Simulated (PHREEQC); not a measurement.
Dissolve 3 mmol/kgw CuCl2, 0.038 mmol/kgw H2SO4 and 0.97 mmol/kgw FeCl3 at 20 °C. Closed to the air; pH follows from the charge balance.

The numbers come from PHREEQC with the ion-association model, phreeqc.dat.

Each row changes one thing in this solution. Precipitation was switched off in this run.

| case | pH | ionic strength (mol/kgw) | FeOH+2 (mol/kgw) | Fe+3 (mol/kgw) | Fe(OH)2+ (mol/kgw) | CuCl+ (mol/kgw) | SI of Fe(OH)3(a) (Fe(OH)3) | SI of Goethite (FeOOH) |
|---|---|---|---|---|---|---|---|---|
| as made | 3.05 | 0.0132 | 0.000577 | 0.000167 | 0.000127 | 3.55e-5 | +0.10 | +5.81 |
| H2SO4 from 3.8e-05 to 1.9e-05 mol/kgw | 3.06 | 0.0131 | 0.000581 | 0.000164 | 0.000131 | 3.55e-5 | +0.13 | +5.84 |
| diluted 10-fold with water | 3.81 | 0.00124 | 3.72e-5 | 1.44e-6 | 5.81e-5 | 4.80e-7 | +0.55 | +6.26 |
| CuCl2 from 0.003 to 0.0006 mol/kgw | (withheld) | 0.00600 | 0.000594 | 0.000162 | 0.000138 | 3.73e-6 | +0.13 | +5.84 |
| diluted 100-fold with water | 4.71 | 0.000121 | 6.60e-7 | 2.83e-9 | 8.99e-6 | 5.33e-9 | +0.66 | +6.37 |
| FeCl3 from 0.00097 to 0.00146 mol/kgw | (withheld) | 0.0155 | 0.000809 | 0.000316 | 0.000132 | 4.00e-5 | -0.01 | +5.70 |
| temperature from 20 to 30 °C | 3.01 | 0.0129 | 0.000610 | 0.000109 | 0.000176 | 5.72e-5 | -0.22 | +5.84 |

**Question.** Complete the blanks.

**Answer.** 
- CuCl2 from 0.003 to 0.0006 mol/kgw, pH: 3.03
- FeCl3 from 0.00097 to 0.00146 mol/kgw, pH: 2.93

Species that the database lacks are ignored. Some of these states are supersaturated (in Fe(OH)3(a), Hematite (slow to form), Goethite (slow to form), for instance).
